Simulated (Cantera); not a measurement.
An isothermal, constant-pressure homogeneous reactor starts with CH4 : N2 = 1 : 1300 (molar parts), at 1850 K and 2.10 Torr.

Computed with Cantera and GRI-Mech 3.0 (53 species, 325 reactions). GRI-Mech 3.0 stops at C3 and has no aromatics, soot or wall deposition, so with more carbon than oxygen in the feed, carbon stays in small species such as C2H2 where larger ones or solid carbon would form. Radical loss at walls, strong at low pressure, is not modelled.

One state of this run: x CH4 = 0.000712; x HCN = 3.08e-8; x H2 = 3.06e-5; x C2H6 = 6.35e-10; x C2H2 = 1.03e-6. x: mole fraction; the columns are a selection and need not sum to one.

Task: Which value of t (s) does it belong to?
A) 0.0114
B) 0.585
C) 0.0424
D) 0.158

Result: D, 0.158
